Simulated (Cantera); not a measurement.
# Thermodynamics of silicon epitaxy and polysilicon growth, feed SiH2Cl2 + HCl + N2

Input: 1 mol SiH2Cl2, 0.87 mol HCl, 47 mol N2, at 702 °C and 0.160 bar.

Method: chemical equilibrium by Gibbs-energy minimisation in Cantera with the NASA 1993 tables (ideal gas, pure condensed phases). Candidate condensed phases: NH4Cl, Si, Si3N4; 28 gas species. N2 is the only nitrogen source here; it is nearly inert below about 1500 K, so the nitride shown seldom forms there in practice. Rates play no part.

The x(N2) comes out as 0.946 and the x(HCl) is 0.0392. The x(H2) is 0.00961. The x(SiCl4) comes out as 0.00480, the x(SiHCl3) is 6.73e-6 and the x(SiCl3) is 2.15e-6. The n(Si3N4(s)) is 0.255 mol and the gas amount comes out as 49.12 mol. The log10 activity of Si(s) (absent) is -6.98.
